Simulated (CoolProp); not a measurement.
Saturated liquid density (kg/m³) of toluene: the reference equation beside estimates from Tc = 318.6 °C, pc = 4126 kPa, ω = 0.266. Rackett uses Z = 0.29056 − 0.08775 ω.

Model: reference Helmholtz-energy equation of state, Lemmon 2006, in CoolProp. It is a short technical equation, of lower accuracy than the large ones.

| T (°C) | reference | Rackett | van der Waals | Peng-Robinson |
|---|---|---|---|---|
| 152.45 | 734.2 | 724.1 | 433.5 | 740.8 |
| 156.85 | 729.2 | 719.0 | 430.6 | 735.1 |
| 161.25 | 724.2 | 713.9 | 427.5 | 729.3 |
| 165.75 | 718.9 | 708.6 | 424.4 | 723.3 |
| 170.15 | 713.7 | 703.3 | 421.2 | 717.3 |
| 174.55 | 708.5 | 698.0 | 418.0 | 711.1 |
| 178.95 | 703.1 | 692.6 | 414.8 | 704.7 |
| 183.45 | 697.6 | 687.0 | 411.4 | 698.1 |
| 187.85 | 692.0 | 681.4 | 408.1 | 691.4 |

Absolute difference from the reference over all 9 rows, mean and median: Rackett 1.5 and 1.5 %, van der Waals 41.0 and 41.0 %, Peng-Robinson 0.5 and 0.5 %.
